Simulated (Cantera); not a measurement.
Cantera run, input and output.

```python
import numpy as np
import cantera as ct

gas = ct.Solution("SiF4_NH3_mec.yaml", "gas")
gas.TPX = 1625, 20000, {'NH3': 1, 'N2': 6.8}
inlet = ct.Reservoir(gas, clone=True)

reactor = ct.IdealGasConstPressureReactor(gas, energy="off", clone=False)
exhaust = ct.Reservoir(gas, clone=True)
tau = [1.8, 0.74, 0.31, 0.13, 0.056, 0.024, 0.01, 0.0042, 0.0018, 0.00075][0]
for a, b in ((inlet, reactor), (reactor, exhaust)):
    ct.MassFlowController(a, b, mdot=lambda t: reactor.mass / tau)
net = ct.ReactorNet([reactor])
show = ['NH3', 'N2H4', 'H', 'N2H2', 'H2', 'N2']

rows = []
print(f"{'tau/s':>10s}{'T/K':>9s}" + "".join(f"{s:>11s}" for s in show))
for tau in [1.8, 0.74, 0.31, 0.13, 0.056, 0.024, 0.01, 0.0042, 0.0018, 0.00075]:
    net.initial_time = 0.0
    net.advance(30 * tau)
    before = gas.X
    net.advance(40 * tau)
    drift = np.max(np.abs(gas.X - before) / (gas.X + 1e-9))
    rows.append([gas.T, *gas[show].X, drift])
    print(f"{tau:10.3e}{gas.T:9.1f}" + "".join(f"{x:11.3e}" for x in gas[show].X))
```

Result:

```
     tau/s      T/K        NH3       N2H4          H       N2H2         H2         N2
 1.800e+00   1625.0  1.109e-01  1.091e-08  4.450e-06  1.503e-07  2.292e-02  8.661e-01
 7.400e-01   1625.0  1.202e-01  1.361e-08  2.138e-06  1.719e-07  1.056e-02  8.692e-01
 3.100e-01   1625.0  1.247e-01  1.568e-08  9.789e-07  1.788e-07  4.553e-03  8.706e-01
 1.300e-01   1625.0  1.268e-01  1.638e-08  4.221e-07  1.713e-07  1.835e-03  8.713e-01
 5.600e-02   1625.0  1.276e-01  1.485e-08  1.742e-07  1.471e-07  6.942e-04  8.716e-01
 2.400e-02   1625.0  1.280e-01  1.034e-08  6.376e-08  9.883e-08  2.155e-04  8.717e-01
 1.000e-02   1625.0  1.281e-01  4.001e-09  1.983e-08  3.655e-08  4.481e-05  8.718e-01
 4.200e-03   1625.0  1.282e-01  8.469e-10  9.169e-09  7.177e-09  9.608e-06  8.718e-01
 1.800e-03   1625.0  1.282e-01  1.578e-10  7.430e-09  1.233e-09  3.291e-06  8.718e-01
 7.500e-04   1625.0  1.282e-01  2.721e-11  7.123e-09  1.979e-10  1.307e-06  8.718e-01
```

Model: the gas-phase N/H chemistry of the illustrative SiF4/NH3 mechanism in the Surface Chemkin manual (1991), integrated in Cantera. Walls and surfaces, which speed up NH3 decomposition in real reactors, are not modelled.
